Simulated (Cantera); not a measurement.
A perfectly stirred reactor is fed with H2 : O2 : N2 = 1 : 0.385 : 1.45 (molar parts), equivalence ratio 1.3, at 1.00 bar; it is adiabatic with a 450 K inlet, and is followed from long to short residence time, starting on the burning branch (τ in s: 0.15, 0.07, 0.032, 0.015, 0.007, 0.0032, 0.0015, 0.00069, 0.00032, 0.00015, 6.9e-05, 3.2e-05).

Detailed kinetics in Cantera: the H2/O2 subset of GRI-Mech 3.0, which has no nitrogen chemistry.

x: mole fraction; the columns are a selection and need not sum to one.

```
τ (s)    T (K)    x H2      x O2       x O      x H  x H2O2     x OH  x H2O
-------  -----  ------  --------  --------  -------  ------  -------  -----
0.15      2419  0.0929  0.000225  0.000158  0.00593     [?]  0.00370  0.308
0.070     2414  0.0928  0.000268  0.000183  0.00641     [?]  0.00397  0.308
0.032     2403  0.0928  0.000359  0.000237  0.00735     [?]  0.00448  0.307
0.015     2385  0.0927  0.000530  0.000345  0.00895     [?]  0.00530  0.305
0.0070    2356  0.0926  0.000850  0.000552   0.0115     [?]  0.00653  0.302
0.0032    2310  0.0927   0.00144  0.000944   0.0156     [?]  0.00818  0.298
0.0015    2245  0.0928   0.00238   0.00159   0.0212     [?]  0.00998  0.292
0.00069   2155  0.0929   0.00384   0.00261   0.0292     [?]   0.0117  0.284
0.00032   2042  0.0929   0.00588   0.00400   0.0395     [?]   0.0127  0.275
0.00015   1910  0.0925   0.00852   0.00559   0.0520     [?]   0.0128  0.264
6.9e-5    1757  0.0925    0.0122   0.00717   0.0664     [?]   0.0116  0.253
3.2e-5    1593  0.0965    0.0180   0.00817   0.0793     [?]  0.00937  0.239
```

Q: Complete the blanks.

A: 
- 0.15, x H2O2: 2.86e-8
- 0.070, x H2O2: 3.24e-8
- 0.032, x H2O2: 3.97e-8
- 0.015, x H2O2: 5.22e-8
- 0.0070, x H2O2: 7.17e-8
- 0.0032, x H2O2: 1.01e-7
- 0.0015, x H2O2: 1.42e-7
- 0.00069, x H2O2: 2.10e-7
- 0.00032, x H2O2: 3.34e-7
- 0.00015, x H2O2: 5.78e-7
- 6.9e-5, x H2O2: 1.09e-6
- 3.2e-5, x H2O2: 2.04e-6
